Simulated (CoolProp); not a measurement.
Vapour-liquid equilibrium of propane (1) + neopentane (2) at 0.824 MPa; x and y are mole fractions of (1).

Computed with CoolProp (multi-fluid Helmholtz-energy mixture model, Lemmon 2009 and Lemmon 2006; pair parameters Bell 2016).

| x | bubble temperature (°C) | y at the bubble point | dew temperature at overall composition x (°C) | liquid density (mol/L) |
|---|---|---|---|---|
| 0.05 | 81.8 | 0.102 | 83.5 | 7.219 |
| 0.2 | 72.2 | 0.364 | 78.4 | 7.771 |
| 0.35 | 62.5 | 0.582 | 72.8 | 8.374 |
| 0.5 | 51.9 | 0.758 | 66.4 | 9.038 |
| 0.65 | 40.9 | 0.884 | 58.8 | 9.753 |
| 0.8 | 30.3 | 0.959 | 48.7 | 10.49 |
| 0.95 | 21.7 | 0.994 | 32.0 | 11.16 |

No azeotrope shows between x = 0.05 and 0.95.

The pair parameters rest on a limited set of measurements; away from them the model extrapolates.
